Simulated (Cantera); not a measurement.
# Thermodynamics of carbon deposition, reforming and gasification, feed CH₃OH + CO₂ + H₂

A closed system holds: 1 mol CH₃OH, 0.26 mol CO₂, 0.43 mol H₂, held at 2602 °C and 100 Torr.

Method: chemical equilibrium by Gibbs-energy minimisation in Cantera with the NASA 1993 tables (ideal gas, pure condensed phases). Candidate condensed phases: C, C₆H₆, C₇H₈, C₈H₁₈, H₂O; 110 gas species. Equilibrium is a limit: real reactors are often held back by kinetics, nucleation or transport.

```yaml
x(H₂): 0.442
x(CO): 0.302
x(H): 0.193
x(H₂O): 0.0500
x(OH): 0.00655
x(CO₂): 0.00479
x(O): 0.00178
x(O₂): 8.02e-5
gas_amount: 4.107 mol
log10 activity of C(graphite) (absent): -5.41
```
